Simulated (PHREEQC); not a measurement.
Copper plating or etch bath: an equilibrium model

Make-up at 4.8 °C: 93 mmol/kgw CuCl2, 12 mmol/kgw HNO3 and 5.2 mmol/kgw H3BO3. Closed to the air; pH follows from the charge balance.

The numbers come from PHREEQC with the ion-association model, phreeqc.dat.

```
Property                     Result
--------------------  -------------
pH                             2.02
ionic strength        0.281 mol/kgw
specific conductance    11800 µS/cm
density                 1.012 g/cm³
total alkalinity       -12.0 meq/kg
```

```
species  molality  activity   log γ
-------  --------  --------  ------
Cl-         0.181     0.126  -0.156
Cu+2       0.0883    0.0270  -0.515
H+         0.0120   0.00947  -0.103
NO3-       0.0120   0.00806  -0.173
H3BO3     0.00520   0.00555   0.028
CuCl+     0.00454   0.00317  -0.155
CuCl2    0.000160  0.000170   0.028
CuCl3-    7.44e-8   5.21e-8  -0.155
CuOH+     4.05e-8   2.83e-8  -0.155
```

No solid was allowed to form. At this temperature some constants are extrapolated from 25 °C, and those without enthalpy data are left unchanged.
